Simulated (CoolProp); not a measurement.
Diethyl ether at several states: Z from the reference equation and from simpler models built on Tc = 467.9 K, pc = 3.717 MPa, ω = 0.282; each cubic takes its own stable root.

Computed with CoolProp (reference Helmholtz-energy equation of state, Thol 2014).

```csv
T (K),p (MPa),phase,reference
286.5,0.0376,gas,0.9778
387.4,0.0137,gas,0.9976
388.5,0.0465,gas,0.9918
445,8.3,liquid,0.3172
324.5,0.367,liquid,0.01490
```

Problem. How far does each simpler model (van der Waals, Peng-Robinson) lie from the reference over these 5 states: mean and median of the absolute difference, and the worst?

Solution. 
- van der Waals: mean 1232.8 %, median 1.3 %, worst +6115.4 % at 324.5 K and 0.367 MPa
- Peng-Robinson: mean 0.8 %, median 0.4 %, worst -3.1 % at 324.5 K and 0.367 MPa

At some of these states van der Waals gives the other phase, because its saturation line lies elsewhere.
